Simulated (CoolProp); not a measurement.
The fluid at 298.15 K and 3.6 MPa is throttled through a valve to 0.086 MPa with no heat exchange. The same conditions are run with several fluids, on thermodynamics alone (safety and materials aside).

Model: reference Helmholtz-energy equation of state of each fluid (carbon dioxide: Span 1996; oxygen: Schmidt 1985; dry air: Lemmon 2000; CF4 (R14): Platzer 1990; ethylene: Smukala 2000), in CoolProp. The equations of Platzer and Polt are older, rougher fits. Blends and air are pseudo-pure fits.

```
fluid           temperature change (K)  final density (kg/m³)
--------------  ----------------------  ---------------------
carbon dioxide                   -48.1                      …
oxygen                               …                   1.15
dry air                              …                      …
CF4 (R14)                            …                   3.30
ethylene                         -46.6                      …
```

**Question.** What belongs in the gaps?

**Answer.** 
- carbon dioxide, final density (kg/m³): 1.83
- oxygen, temperature change (K): -9.4
- dry air, temperature change (K): -7.7
- dry air, final density (kg/m³): 1.03
- CF4 (R14), temperature change (K): -20.9
- ethylene, final density (kg/m³): 1.16
